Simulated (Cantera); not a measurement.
An isothermal plug-flow reactor at 950 K and 1.30 bar (inlet), inlet velocity 0.11 m/s, active area per volume 160 1/m; feed 0.444 % CH₄, 4.80 % O₂, 94.8 % N₂, equivalence ratio 0.18.

Computed with Cantera and Deutschmann's 1995 Pt surface mechanism with GRI-Mech 3.0 gas chemistry. Catalytic surfaces can have several steady states; this one follows from the mechanism file's or the stated starting coverage. Mass transfer to the wall is taken as infinitely fast.

**Question.** Predict: x(CH₄) at z = 0.014 m; x(O₂) at z = 0.014 m; x(H₂O) at z = 0.014 m; x(CO₂) at z = 0.014 m; x(CO) at z = 0.014 m; θ(free Pt) at the exit; θ(O*) at the exit; θ(OH*) at the exit.

**Answer.** 
```json
{
 "x(CH₄) at z = 0.014 m": "0.00163",
 "x(O₂) at z = 0.014 m": "0.0424",
 "x(H₂O) at z = 0.014 m": "0.00560",
 "x(CO₂) at z = 0.014 m": "0.00280",
 "x(CO) at z = 0.014 m": "6.76e-7",
 "θ(free Pt) at the exit": "0.174",
 "θ(O*) at the exit": "0.825",
 "θ(OH*) at the exit": "0.00175"
}
```
